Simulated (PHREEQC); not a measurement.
Alkaline etch or developer with leach liquor: speciation

Solution A (0.011 mol NaOH, 0.00044 mol Na2SiO3 and 0.008 mol Na2CO3 per kg of water) is mixed with solution B (61 mmol/kgw H2SO4, 66 mmol/kgw Li2SO4 and 0.045 mmol/kgw Na2SO4) at 25 °C; shares are by mass of water, 1 kg in all. Oxygen is held at 0.21 atm. CO2 from the air is kept out. Solids allowed: Chalcedony, Mirabilite, Nahcolite, Natron. Others were left out.

All values are PHREEQC results (ion-association model, wateq4f.dat), not measurements.

| share of solution B | pH | Chalcedony (mol) | H3SiO4- (mol/kgw) | CO2 (mol/kgw) |
|---|---|---|---|---|
| 0 | 11.98 | 0 | 0.000396 | 1.70e-10 |
| 0.1 | 10.38 | 0 | 0.000322 | 1.61e-7 |
| 0.2 | 3.04 | 7.62e-5 | 5.76e-11 | 0.00639 |
| 0.3 | 2.16 | 3.38e-5 | 7.72e-12 | 0.00560 |
| 0.4 | 1.91 | 0 | 4.25e-12 | 0.00480 |
| 0.5 | 1.76 | 0 | 2.56e-12 | 0.00400 |
| 0.6 | 1.65 | 0 | 1.64e-12 | 0.00320 |
| 0.7 | 1.57 | 0 | 1.03e-12 | 0.00240 |
| 0.8 | 1.50 | 0 | 5.99e-13 | 0.00160 |
| 0.9 | 1.45 | 0 | 2.67e-13 | 0.000800 |
| 1 | 1.40 | 0 | 0 | 0 |

Chalcedony from share of solution B = 0.2 (pH 3.04), last present at share of solution B = 0.3.

Species that the database lacks are ignored.
